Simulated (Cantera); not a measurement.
**Reactions in the system C-Cu-H-O**

Cantera with NASA thermochemical tables; ideal gases at 1 bar, condensed phases pure. Values are per mole of reaction as written; species without (g) are pure solids or liquids, kept so even where they would boil at 1 bar.

12 Cu + 2 CO(g) + 2 H2O2(g) → 6 Cu2O + C2H4(g)

```
T (K)  ΔH° (kJ)  ΔS° (J/K)  ΔG° (kJ)  log10 K
-----  --------  ---------  --------  -------
300      -478.1     -488.7    -331.5    57.72
400      -478.9     -491.0    -282.5    36.89
450      -478.6     -490.3    -257.9    29.94
500      -477.9     -489.0    -233.4    24.39
550      -477.0     -487.1    -209.0    19.85
600      -475.7     -485.0    -184.7    16.08
650      -474.3     -482.6    -160.6    12.90
700      -472.6     -480.2    -136.5    10.18
```
